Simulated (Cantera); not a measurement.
Charge: 1 mol Si, 4.5 mol HCl, 4.4 mol H₂, held at 1523 K and 10000 Pa.

Equilibrium computed with Cantera from the NASA thermochemical tables; the gas is ideal and each condensed phase is pure. Candidate condensed phases: Si; 19 gas species. The tables' values for SiCl₃ are old estimates; treat these amounts as uncertain. Rates play no part.

Base state: H₂ 0.640, HCl 0.245, SiCl₂ 0.0834, SiCl₃ 0.0174, SiCl₄ 0.0108, SiHCl₃ 0.00318, SiH₂Cl₂ 0.000150, H 5.85e-5 (mole fractions); condensed: gas only.

Task: What changes in the equilibrium state with this change: 0.37 mol NH₃ added?

Result: 
```json
[
 {"species": "H₂", "before": "0.640", "after": "0.637"},
 {"species": "HCl", "before": "0.245", "after": "0.262"},
 {"species": "SiCl₂", "before": "0.0834", "after": "0.0645"},
 {"species": "N₂", "before": "0", "after": "0.00941"},
 {"species": "SiCl₃", "before": "0.0174", "after": "0.0144"},
 {"species": "SiCl₄", "before": "0.0108", "after": "0.00961"},
 {"species": "SiH₂Cl₂", "before": "0.000150", "after": "0.000115"},
 {"species": "SiHCl₃", "before": "0.00318", "after": "0.00263"},
 {"species": "Si₃N₄(s), mol", "before": "0", "after": "0.0484"}
]
```
Further candidate phases: NH₄Cl, Si₃N₄.

Task: What changes in the equilibrium state with this change: HCl from 4.5 to 0.7 mol?

Result: 
```tsv
species	before	after
H₂	0.640	0.891
HCl	0.245	0.0819
SiCl₂	0.0834	0.0246
SiCl₄	0.0108	0.000256
SiCl₃	0.0174	0.00145
SiHCl₃	0.00318	0.000313
Cl	1.80e-5	5.08e-6
SiH₂Cl₂	0.000150	6.15e-5
H	5.85e-5	6.90e-5
Si(s), mol	0	0.864
```
